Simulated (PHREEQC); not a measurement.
0.018 g of hydrous ferric oxide (600 m²/g; 0.2 weak and 0.005 strong sites per Fe, Dzombak-Morel constants, diffuse double layer) in 1 kg of water with 0.3 mol/kgw of an inert sodium salt and 0.03 mmol/kgw PbCl2 and 0.00069 mmol/kgw Na2SO4, at 25 °C; the pH is set by adding NaOH or the inert anion's acid. O2 is buffered at 0.21 atm. CO2 from the air is kept out. Precipitation was switched off in this run.

Equilibrium calculation in PHREEQC: ion-association model, wateq4f.dat.

| pH | Pb sorbed (%) | S sorbed (%) | surface charge σ (C/m²) | surface potential ψ (mV) |
|---|---|---|---|---|
| 3 | 0.1 | 27.5 | 0.365 | 125 |
| 3.38 | 0.3 | 27.4 | 0.361 | 125 |
| 3.75 | 1.3 | 26.4 | 0.354 | 124 |
| 4.12 | 2.6 | 24.3 | (withheld) | 122 |
| 4.5 | 3.3 | 20.4 | 0.317 | (withheld) |
| 4.88 | 3.8 | 15.0 | 0.283 | 112 |
| 5.25 | 5.6 | (withheld) | 0.242 | 105 |
| 5.62 | 12.2 | 5.3 | 0.204 | 96 |
| 6.38 | 49.5 | 2.1 | (withheld) | 87 |
| 6.75 | 65.6 | 1.6 | 0.166 | 86 |
| 7.12 | 76.5 | 1.1 | 0.163 | 85 |
| 7.5 | 83.5 | 0.6 | 0.155 | 83 |
| 7.88 | 87.1 | 0.3 | 0.144 | 79 |
| 8.25 | 88.2 | (withheld) | (withheld) | 75 |
| 8.62 | 87.4 | 0.0 | 0.115 | (withheld) |
| 9 | 85.3 | 0.0 | 0.097 | 62 |

Fill in the missing entries.


- 4.12, surface charge σ (C/m²): 0.341
- 4.5, surface potential ψ (mV): 118
- 5.25, S sorbed (%): 9.5
- 6.38, surface charge σ (C/m²): 0.167
- 8.25, S sorbed (%): 0.1
- 8.25, surface charge σ (C/m²): 0.130
- 8.62, surface potential ψ (mV): 69

Along this series the solution becomes supersaturated in solids that the run did not let form, among them Pb(OH)2. Species that the database lacks are ignored. The oxide is taken as insoluble; below pH 4 it would dissolve.
